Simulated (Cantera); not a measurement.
Feed: 1 mol SiH2Cl2, 0.2 mol C2H2, 2.2 mol H2, at 0.0133 bar.

These are equilibrium values from Cantera (NASA tables, ideal gas, pure condensed phases), not measurements of a reactor. Candidate condensed phases: C, C6H6, C7H8, C8H18, Si, SiC; 109 gas species. Mutual solubility and eutectic melting of coexisting phases are not modelled. The tables' values for SiCl3, SiCl are old estimates; treat these amounts as uncertain. Gases not in the tables: Si2H6 and higher silanes. Kinetics and transport are ignored.

log p: log10 of the partial pressure in bar; n: condensed amount in mol.

```csv
T (K),log p H2,log p HCl,log p SiCl2,log p SiCl4,log p SiCl3,log p SiHCl3,n Si(s),n SiC(s)
1075,-1.96,-3.12,-3.99,-2.92,-4.05,-3.66,0.118,0.400
1150,-1.98,?,?,?,-3.80,?,0.119,0.400
1225,-2.00,-2.79,-3.20,-3.20,-3.65,-3.91,0.100,0.400
1300,-2.01,-2.71,-2.97,-3.50,-3.62,-4.15,0.0617,0.400
1375,-2.03,-2.67,-2.84,-3.93,-3.72,-4.48,0.0246,0.400
1450,-2.03,-2.65,-2.78,-4.41,-3.88,-4.86,0.000544,0.400
1525,-2.04,-2.64,-2.76,?,-4.05,?,0,0.400
1600,-2.04,-2.63,-2.76,-5.31,-4.23,-5.56,0,0.400
1675,-2.04,-2.62,-2.75,-5.72,-4.39,-5.88,0,0.400
1750,-2.04,-2.62,-2.75,-6.10,-4.55,-6.17,0,0.400
1825,-2.04,-2.62,-2.75,-6.44,-4.69,-6.44,0,0.400
```

Question: Fill in the missing entries.

Answer: 
- 1525, log p SiCl4: -4.87
- 1525, log p SiHCl3: -5.22
- 1150, log p HCl: -2.93
- 1150, log p SiCl2: -3.54
- 1150, log p SiCl4: -3.02
- 1150, log p SiHCl3: -3.75
